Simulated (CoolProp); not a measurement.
Vapour-liquid equilibrium of nitrogen (1) + oxygen (2) at 0.0467 MPa; x and y are mole fractions of (1).

Values from CoolProp's multi-fluid Helmholtz-energy mixture model, Span 2000 and Schmidt 1985; pair parameters Gernert 2013.

Problem. Give the bubble temperature and the first vapour's composition at x = 0.15, 0.75, 0.85. Is there an azeotrope?

Solution. x = 0.15: -193.6 °C, y = 0.474; x = 0.75: -200.2 °C, y = 0.936; x = 0.85: -200.9 °C, y = 0.965. No azeotrope shows between x = 0.05 and 0.95.

Pair parameters are fitted to limited data, so mixtures are less certain than the pure fluids.
